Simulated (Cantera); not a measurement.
**Low-pressure radical oxidation in H2/O2**

An isothermal, constant-pressure homogeneous reactor starts with H2 : O2 : H2O = 0.087 : 1 : 0.0048 (molar parts), equivalence ratio 0.043, at 1175 K and 880 Pa.

Model: GRI-Mech 3.0 (53 species, 325 reactions), integrated in Cantera. Radical loss at walls, strong at low pressure, is not modelled. The temperature is held fixed by assumption; the heat of reaction is taken as removed at once.

| t (s) | x H2 | x O2 | x OH | x H | x H2O |
|---|---|---|---|---|---|
| 1.00e-6 | 0.0797 | 0.916 | <1e-12 | 2.71e-11 | 0.00440 |
| 4.13e-6 | 0.0797 | 0.916 | 2.95e-12 | 1.10e-10 | 0.00440 |
| 1.71e-5 | 0.0797 | 0.916 | 4.52e-11 | 4.23e-10 | 0.00440 |
| 7.06e-5 | 0.0797 | 0.916 | 5.58e-10 | 1.49e-9 | 0.00440 |
| 0.000292 | 0.0797 | 0.916 | 6.43e-9 | 8.44e-9 | 0.00440 |
| 0.00120 | 0.0797 | 0.916 | 1.30e-6 | 1.50e-6 | 0.00440 |
| 0.00498 | 0.00259 | 0.861 | 0.00520 | 0.0189 | 0.0696 |
| 0.0206 | 0.00154 | 0.874 | 0.00415 | 0.0115 | 0.0759 |
| 0.0850 | 0.000562 | 0.899 | 0.00252 | 0.00231 | 0.0839 |
| 0.351 | 5.72e-5 | 0.911 | 0.000809 | 7.33e-5 | 0.0870 |
| 1.45 | 4.23e-6 | 0.912 | 0.000222 | 1.50e-6 | 0.0874 |
| 6.00 | 4.66e-7 | 0.912 | 7.41e-5 | 5.56e-8 | 0.0875 |
x: mole fraction; the columns are a selection and need not sum to one.

Equilibrium at this temperature and pressure: H2 7.35e-9, O2 0.912, OH 9.36e-6, H 1.13e-10, H2O 0.0876 (gas phase only).
